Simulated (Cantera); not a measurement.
# Pyrogenic steam for wet oxidation

An isothermal, constant-pressure homogeneous reactor starts with H2 : O2 : N2 = 0.51 : 1 : 3.7 (molar parts), at 1025 K and 0.188 atm.

Detailed kinetics in Cantera: the H2/O2 subset of GRI-Mech 3.0, which has no nitrogen chemistry. The temperature is held fixed by assumption; the heat of reaction is taken as removed at once.

| t (s) | x H2 | x O2 | x OH | x H2O | x O |
|---|---|---|---|---|---|
| 1.00e-5 | 0.0979 | 0.192 | 3.23e-12 | 3.83e-12 | 5.16e-12 |
| 8.18e-5 | 0.0979 | 0.192 | 1.16e-10 | 9.51e-10 | 2.89e-10 |
| 0.000669 | 0.0892 | 0.188 | 0.000518 | 0.00655 | 0.00117 |
| 0.00547 | 0.000279 | 0.150 | 8.53e-5 | 0.103 | 4.69e-5 |
| 0.0447 | 7.21e-6 | 0.150 | 1.66e-5 | 0.103 | 1.31e-6 |
| 0.366 | 3.68e-8 | 0.150 | 3.66e-6 | 0.103 | 5.60e-8 |
| 2.99 | 1.63e-9 | 0.150 | 1.12e-6 | 0.103 | 5.30e-9 |
| 24.5 | 2.03e-10 | 0.150 | 3.96e-7 | 0.103 | 6.69e-10 |
| 200 | 1.11e-10 | 0.150 | 2.63e-7 | 0.103 | 2.96e-10 |
x: mole fraction; the columns are a selection and need not sum to one.

Equilibrium at this temperature and pressure: H2 1.11e-10, O2 0.150, OH 2.63e-7, H2O 0.103, O 2.95e-10 (gas phase only).
